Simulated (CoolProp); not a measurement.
Vapour pressure (MPa) of oxygen: the reference equation beside estimates from Tc = 154.6 K, pc = 5.046 MPa, ω = 0.022.

Computed with CoolProp (reference Helmholtz-energy equation of state, Schmidt 1985).

| T (K) | reference | Redlich-Kwong | Peng-Robinson |
|---|---|---|---|
| 76.7 | 0.01885 | 0.01022 | 0.01944 |
| 82 | 0.03923 | 0.02491 | 0.04009 |
| 87.3 | 0.07411 | 0.05305 | 0.07527 |
| 92.7 | 0.1308 | 0.1026 | 0.1322 |
| 98 | 0.2140 | 0.1799 | 0.2156 |
| 103.3 | 0.3320 | 0.2942 | 0.3339 |
| 108.6 | 0.4928 | 0.4545 | 0.4950 |
| 114 | 0.7090 | 0.6744 | 0.7120 |
| 119.3 | 0.9814 | 0.9549 | 0.9856 |

Absolute difference from the reference over all 9 rows, mean and median: Redlich-Kwong 19.4 and 15.9 %, Peng-Robinson 1.2 and 0.7 %.
